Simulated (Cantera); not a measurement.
Input (Python, Cantera) and output of one run.

```python
import numpy as np
import cantera as ct

gas_names = [...]  # 114 gases of nasa_gas.yaml made of C, Fe, H, O
cond_names = """
    C(gr) C6H6(L) C7H8(L) C8H18(L),n-octa Fe(a) Fe(c) Fe(d) Fe(L) FeC5O5(L) FeO(s) FeO(L) Fe(OH)2(s)
    Fe(OH)3(s) Fe2O3(s) Fe3O4(s) H2O(s) H2O(L)
""".split()


# ... load() reads the species with a 1 bar reference pressure and builds the phases ...
atoms = {
    'Fe(CO)5': {'Fe': 1, 'C': 5, 'O': 5},
    'O2': {'O': 2},
    'H2': {'H': 2},
}
top_T = {'C(gr)': 4500, 'Fe2O3(s)': 1830, 'Fe3O4(s)': 1870}  # K; cautious upper limits of use, not melting points


# ... equilibrate(T, P, feed) seeds the gas with the atoms and calls Mixture.equilibrate('TP', solver="vcs", rtol=1e-11, max_steps=5000) ...
results = []
T = 998.15  # K
P = 82  # Pa
for m in [0.21, 0.54, 0.87, 1.2, 1.5, 1.9, 2.2, 2.5, 2.9, 3.2, 3.5, 3.9]:
    feed = {'Fe(CO)5': 1, 'O2': 2.5, 'H2': m}  # mol
    mix = equilibrate(T, P, feed)
    results.append((T, P, feed, dict(zip(mix.species_names, mix.species_moles))))
    x = sorted(zip(gas.X, gas.species_names), reverse=True)
    print(f"T = {T:g} K  P = {P:g} Pa  n(H2) = {m:g} mol  gas = {mix.phase_moles(0):.4g} mol")
    print("   x: " + "  ".join(f"{s} {v:.3e}" for v, s in x if v > 1e-06))
    print("   condensed (mol): " + ("  ".join(f"{mix.phase(i).name} {mix.phase_moles(i):.4g}"
          for i in range(1, mix.n_phases) if mix.phase_moles(i) > 1e-12) or "none"))
```

It prints:

```
T = 998.15 K  P = 82 Pa  n(H2) = 0.21 mol  gas = 5.21 mol
   x: CO2 7.396e-01  CO 2.201e-01  H2O 2.818e-02  H2 1.213e-02
   condensed (mol): FeO(s) 1
T = 998.15 K  P = 82 Pa  n(H2) = 0.54 mol  gas = 5.54 mol
   x: CO2 6.586e-01  CO 2.440e-01  H2O 6.346e-02  H2 3.401e-02
   condensed (mol): FeO(s) 1
T = 998.15 K  P = 82 Pa  n(H2) = 0.87 mol  gas = 5.87 mol
   x: CO2 5.910e-01  CO 2.608e-01  H2O 9.046e-02  H2 5.775e-02
   condensed (mol): FeO(s) 1
T = 998.15 K  P = 82 Pa  n(H2) = 1.2 mol  gas = 6.2 mol
   x: CO2 5.338e-01  CO 2.726e-01  H2O 1.113e-01  H2 8.223e-02
   condensed (mol): FeO(s) 1
T = 998.15 K  P = 82 Pa  n(H2) = 1.5 mol  gas = 6.5 mol
   x: CO2 4.892e-01  CO 2.801e-01  H2O 1.262e-01  H2 1.045e-01
   condensed (mol): FeO(s) 1
T = 998.15 K  P = 82 Pa  n(H2) = 1.9 mol  gas = 6.9 mol
   x: CO2 4.382e-01  CO 2.865e-01  H2O 1.415e-01  H2 1.338e-01
   condensed (mol): FeO(s) 1
T = 998.15 K  P = 82 Pa  n(H2) = 2.2 mol  gas = 7.2 mol
   x: CO2 4.052e-01  CO 2.892e-01  H2 1.552e-01  H2O 1.503e-01
   condensed (mol): FeO(s) 1
T = 998.15 K  P = 82 Pa  n(H2) = 2.5 mol  gas = 7.5 mol
   x: CO2 3.760e-01  CO 2.907e-01  H2 1.760e-01  H2O 1.574e-01
   condensed (mol): FeO(s) 1
T = 998.15 K  P = 82 Pa  n(H2) = 2.9 mol  gas = 7.9 mol
   x: CO2 3.418e-01  CO 2.911e-01  H2 2.026e-01  H2O 1.645e-01
   condensed (mol): FeO(s) 1
T = 998.15 K  P = 82 Pa  n(H2) = 3.2 mol  gas = 8.2 mol
   x: CO2 3.193e-01  CO 2.905e-01  H2 2.217e-01  H2O 1.685e-01
   condensed (mol): FeO(s) 1
T = 998.15 K  P = 82 Pa  n(H2) = 3.5 mol  gas = 8.5 mol
   x: CO2 2.990e-01  CO 2.893e-01  H2 2.402e-01  H2O 1.716e-01
   condensed (mol): FeO(s) 1
T = 998.15 K  P = 82 Pa  n(H2) = 3.9 mol  gas = 8.9 mol
   x: CO 2.869e-01  CO2 2.749e-01  H2 2.636e-01  H2O 1.746e-01
   condensed (mol): FeO(s) 1
```

These are equilibrium values from Cantera (NASA tables, ideal gas, pure condensed phases), not measurements of a reactor. The tables' stoichiometric FeO is somewhat more stable than real wüstite, so its field is too wide. FeO: taken at fixed stoichiometry.
